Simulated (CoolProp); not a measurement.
Vapour-liquid equilibrium of benzene (1) + toluene (2) at 0.231 MPa; x and y are mole fractions of (1).

Model: multi-fluid Helmholtz-energy mixture model, Thol 2012 and Lemmon 2006; pair parameters Bell 2016, in CoolProp.

```
x     bubble temperature, mixture model (°C)  bubble temperature, Raoult's law (°C)  y, mixture model  y, Raoult's law
----  --------------------------------------  -------------------------------------  ----------------  ---------------
0.05                                   140.1                                  140.0             0.096            0.102
0.2                                    133.8                                  133.5             0.340            0.355
0.35                                   128.2                                  127.8             0.531            0.546
0.5                                    123.1                                  122.8             0.681            0.694
0.65                                   118.5                                  118.3             0.801            0.810
0.8                                    114.4                                  114.2             0.898            0.903
0.95                                   110.6                                  110.6             0.977            0.978
```

The largest gap from Raoult's law is +0.4 K in bubble temperature, at x = 0.35. No azeotrope shows between x = 0.05 and 0.95.

Pair parameters are fitted to limited data, so mixtures are less certain than the pure fluids.
